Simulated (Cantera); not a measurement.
Charge: 1 mol B2O3, 0.45 mol NH3, at 133 Pa.

Equilibrium computed with Cantera from the NASA thermochemical tables; the gas is ideal and each condensed phase is pure. Candidate condensed phases: B, BN, B2O3, B3O3H3, H2O; 39 gas species. Mutual solubility and eutectic melting of coexisting phases are not modelled. The numbers say what is thermodynamically allowed, not how fast it happens.

Problem. Which condensed phases are stable at each of these points (T (K)): 1323, 1398, 1473, 1548, 1623, 1698, 1773, 1848, 1923, 1998, 2073, 2148?

Solution. 
| T (K) | condensed phases | B condensed (%) |
|---|---|---|
| 1323 | BN(s) + B2O3(l) | 99.8 |
| 1398 | BN(s) + B2O3(l) | 99.5 |
| 1473 | BN(s) + B2O3(l) | 98.2 |
| 1548 | B2O3(l) | 93.4 |
| 1623 | B2O3(l) | 74.1 |
| 1698 | gas only | 0.0 |
| 1773 | gas only | 0.0 |
| 1848 | gas only | 0.0 |
| 1923 | gas only | 0.0 |
| 1998 | gas only | 0.0 |
| 2073 | gas only | 0.0 |
| 2148 | gas only | 0.0 |

From 1323 K to 1473 K the condensed part is BN(s) + B2O3(l). From 1548 K to 1623 K the condensed part is B2O3(l). From 1698 K to 2148 K nothing is condensed.
